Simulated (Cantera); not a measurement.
## Adiabatic ignition

An adiabatic, constant-volume homogeneous reactor starts with 9.93 % CH4, 2.48 % H2, 10.5 % O2, 77.1 % N2, equivalence ratio 2.0, at 1698 K and 1.38 atm.

Cantera simulation using GRI-Mech 3.0 (53 species, 325 reactions); the numbers are that mechanism's predictions, not measurements.

```json
[
 {"t (s)": "3.00e-6", "T (K)": "1698", "P (bar)": "1.40", "x CH4": "0.0993", "x H2": "0.0248", "x O2": "0.105", "x HCN": "<1e-12", "x CH2CO": "<1e-12"},
 {"t (s)": "1.07e-5", "T (K)": "1698", "P (bar)": "1.40", "x CH4": "0.0992", "x H2": "0.0248", "x O2": "0.105", "x HCN": "<1e-12", "x CH2CO": "5.00e-12"},
 {"t (s)": "3.82e-5", "T (K)": "1698", "P (bar)": "1.40", "x CH4": "0.0988", "x H2": "0.0248", "x O2": "0.105", "x HCN": "<1e-12", "x CH2CO": "1.16e-8"},
 {"t (s)": "0.000136", "T (K)": "1764", "P (bar)": "1.46", "x CH4": "0.0823", "x H2": "0.0299", "x O2": "0.0951", "x HCN": "3.33e-9", "x CH2CO": "0.000135"},
 {"t (s)": "0.000486", "T (K)": "2615", "P (bar)": "2.37", "x CH4": "5.14e-11", "x H2": "0.109", "x O2": "2.44e-5", "x HCN": "4.47e-6", "x CH2CO": "<1e-12"},
 {"t (s)": "0.00173", "T (K)": "2611", "P (bar)": "2.37", "x CH4": "1.38e-11", "x H2": "0.109", "x O2": "2.81e-5", "x HCN": "1.60e-7", "x CH2CO": "<1e-12"},
 {"t (s)": "0.00618", "T (K)": "2611", "P (bar)": "2.37", "x CH4": "1.36e-11", "x H2": "0.109", "x O2": "2.83e-5", "x HCN": "1.35e-7", "x CH2CO": "<1e-12"},
 {"t (s)": "0.0220", "T (K)": "2611", "P (bar)": "2.37", "x CH4": "1.36e-11", "x H2": "0.109", "x O2": "2.83e-5", "x HCN": "1.34e-7", "x CH2CO": "<1e-12"},
 {"t (s)": "0.0786", "T (K)": "2611", "P (bar)": "2.37", "x CH4": "1.36e-11", "x H2": "0.109", "x O2": "2.83e-5", "x HCN": "1.34e-7", "x CH2CO": "<1e-12"},
 {"t (s)": "0.280", "T (K)": "2611", "P (bar)": "2.37", "x CH4": "1.36e-11", "x H2": "0.109", "x O2": "2.83e-5", "x HCN": "1.34e-7", "x CH2CO": "<1e-12"},
 {"t (s)": "1.00", "T (K)": "2611", "P (bar)": "2.37", "x CH4": "1.36e-11", "x H2": "0.109", "x O2": "2.83e-5", "x HCN": "1.34e-7", "x CH2CO": "<1e-12"}
]
```
x: mole fraction; the columns are a selection and need not sum to one.

```json
{
  "time_of_steepest_temperature_rise": "0.179 ms",
  "temperature at 1.00 s": "2611 K",
  "equilibrium_temperature": "2611 K",
  "x(CH4) at 1.00 s": "1.36e-11 (gas-phase equilibrium 1.53e-11)",
  "x(H2) at 1.00 s": "0.109 (gas-phase equilibrium 0.109)",
  "x(O2) at 1.00 s": "2.83e-5 (gas-phase equilibrium 2.83e-5)"
}
```
